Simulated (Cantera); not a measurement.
Charge: 1 mol HgO, 0.094 mol O₂, 3.4 mol H₂.

Method: chemical equilibrium by Gibbs-energy minimisation in Cantera with the NASA 1993 tables (ideal gas, pure condensed phases). Candidate condensed phases: H₂O, Hg, HgO; 10 gas species. Equilibrium is a limit: real reactors are often held back by kinetics, nucleation or transport.

Stable condensed phases, one row left out:

```
T in K \ P in Pa
              10      68     460    3200   22000  150000 1000000
   1600        A       A       A       A       A       A       A
   1500        A       A       A       A       A       A       A
   1400        A       A       A       A       A       A       A
   1300        A       A       A       A       A       A       A
   1200        A       A       A       A       A       A       A
   1100        A       A       A       A       A       A       A
   1000        A       A       A       A       A       A       A
    900        A       A       A       A       A       A       A
    800        A       A       A       A       A       A       A
    600        A       A       A       A       A       A       B
    500        A       A       A       A       A       B       B
```

A: gas only; B: Hg.

Task: Give the row for 700 K.

Result: 10: gas only; 68: gas only; 460: gas only; 3200: gas only; 22000: gas only; 150000: gas only; 1000000: gas only.
